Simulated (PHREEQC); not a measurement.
A solution holds 0.05 mol/kgw Cu(NO3)2 and 0.2 mol/kgw HCl, at 60 °C. Closed to the air; pH follows from the charge balance.

All values are PHREEQC results (ion-association model, phreeqc.dat), not measurements.

The pH comes out as 0.81 and the ionic strength is 0.310 mol/kgw. The activity of water is 0.991, the density is 0.994 g/cm³ and the total alkalinity is -200 meq/kg.

| species | molality | activity | log γ |
|---|---|---|---|
| H+ | 0.200 | 0.154 | -0.114 |
| Cl- | 0.180 | 0.120 | -0.176 |
| NO3- | 0.100 | 0.0638 | -0.195 |
| Cu+2 | 0.0307 | 0.00818 | -0.574 |
| CuCl+ | 0.0183 | 0.0122 | -0.174 |
| CuCl2 | 0.00103 | 0.00110 | 0.031 |
| CuCl3- | 1.22e-6 | 8.17e-7 | -0.174 |
| CuCl4-2 | 4.32e-9 | 1.01e-9 | -0.630 |

No solid was allowed to form. Complexes and solids missing from the database can't appear. Constants without temperature data keep their 25 °C values here.
